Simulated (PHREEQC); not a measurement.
1 kg of water holding 46 mmol/kgw MgCl2 meets 20 L of dry gas (O2 1 by moles) at fixed total pressure, at 200 atm; fugacities by Peng-Robinson. The gases take part in no redox reaction, some water evaporates into the gas, and hydrates or a liquid gas phase aren't modelled. Precipitation was switched off in this run.

All values are PHREEQC results (ion-association model, phreeqc.dat), not measurements.

### Question
Predict dissolved O2 (mol/kgw) at T (°C) = 30, 60.

### Answer
```csv
T (°C),dissolved O2 (mol/kgw)
30,0.159
60,0.123
```

Species that the database lacks are ignored. Constants without temperature data keep their 25 °C values here.
